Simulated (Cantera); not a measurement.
Standard-state values (1 bar) from the NASA 1993 polynomials, evaluated with Cantera. Values are per mole of reaction as written; species without (g) are pure solids or liquids, kept so even where they would boil at 1 bar.

C2H2(g) + 6 NiS + 2 H2S(g) → 2 Ni3S4 + C2H6(g), with ΔH° = -346.1 kJ and ΔS° = -328.3 J/K at 300 K.

Question: How far is the shortcut ΔG° ≈ ΔH°(300 K) − T·ΔS°(300 K) from the full temperature-dependent value at 350, 375, 400, 425, 450, 475, 500, 525, 550 K?

Answer: 
| T (K) | shortcut (kJ) | full (kJ) | difference (kJ) | difference in log10 K |
|---|---|---|---|---|
| 350 | -231.2 | -231.2 | 0.0 | 0.01 |
| 375 | -223.0 | -222.9 | -0.1 | 0.01 |
| 400 | -214.8 | -214.7 | -0.1 | 0.02 |
| 425 | -206.6 | -206.4 | -0.2 | 0.02 |
| 450 | -198.4 | -198.1 | -0.2 | 0.03 |
| 475 | -190.2 | -189.9 | -0.3 | 0.03 |
| 500 | -182.0 | -181.7 | -0.3 | 0.03 |
| 525 | -173.8 | -173.5 | -0.3 | 0.03 |
| 550 | -165.6 | -165.3 | -0.3 | 0.03 |
The shortcut ignores the heat-capacity change of the reaction.
